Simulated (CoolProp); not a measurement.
Vapour-liquid equilibrium of R22 (1) + R113 (2) at 0.334 MPa; x and y are mole fractions of (1).

Values from CoolProp's multi-fluid Helmholtz-energy mixture model, Kamei 1995 and Marx 1992; pair parameters Bell 2016.

```csv
x,"bubble temperature, mixture model (°C)","bubble temperature, Raoult's law (°C)","y, mixture model","y, Raoult's law"
0.05,70.9,69.1,0.387,0.441
0.125,49.2,49.4,0.696,0.718
0.2,33.9,36.2,0.832,0.836
0.275,23.1,26.6,0.897,0.897
0.35,15.3,19.1,0.931,0.931
0.425,9.5,13.2,0.951,0.953
0.5,5.1,8.3,0.964,0.967
0.575,1.6,4.1,0.973,0.977
0.65,-1.2,0.5,0.979,0.984
0.725,-3.7,-2.7,0.984,0.989
0.8,-6.0,-5.5,0.989,0.993
0.875,-8.1,-8.0,0.993,0.996
0.95,-10.3,-10.3,0.997,0.999
```

The largest gap from Raoult's law is -3.8 K in bubble temperature, at x = 0.35. No azeotrope shows between x = 0.05 and 0.95.

The pair parameters rest on a limited set of measurements; away from them the model extrapolates. The gap from Raoult's law changes sign with composition, which may be real or a fault of the pair parameters; it wasn't checked against measurements.
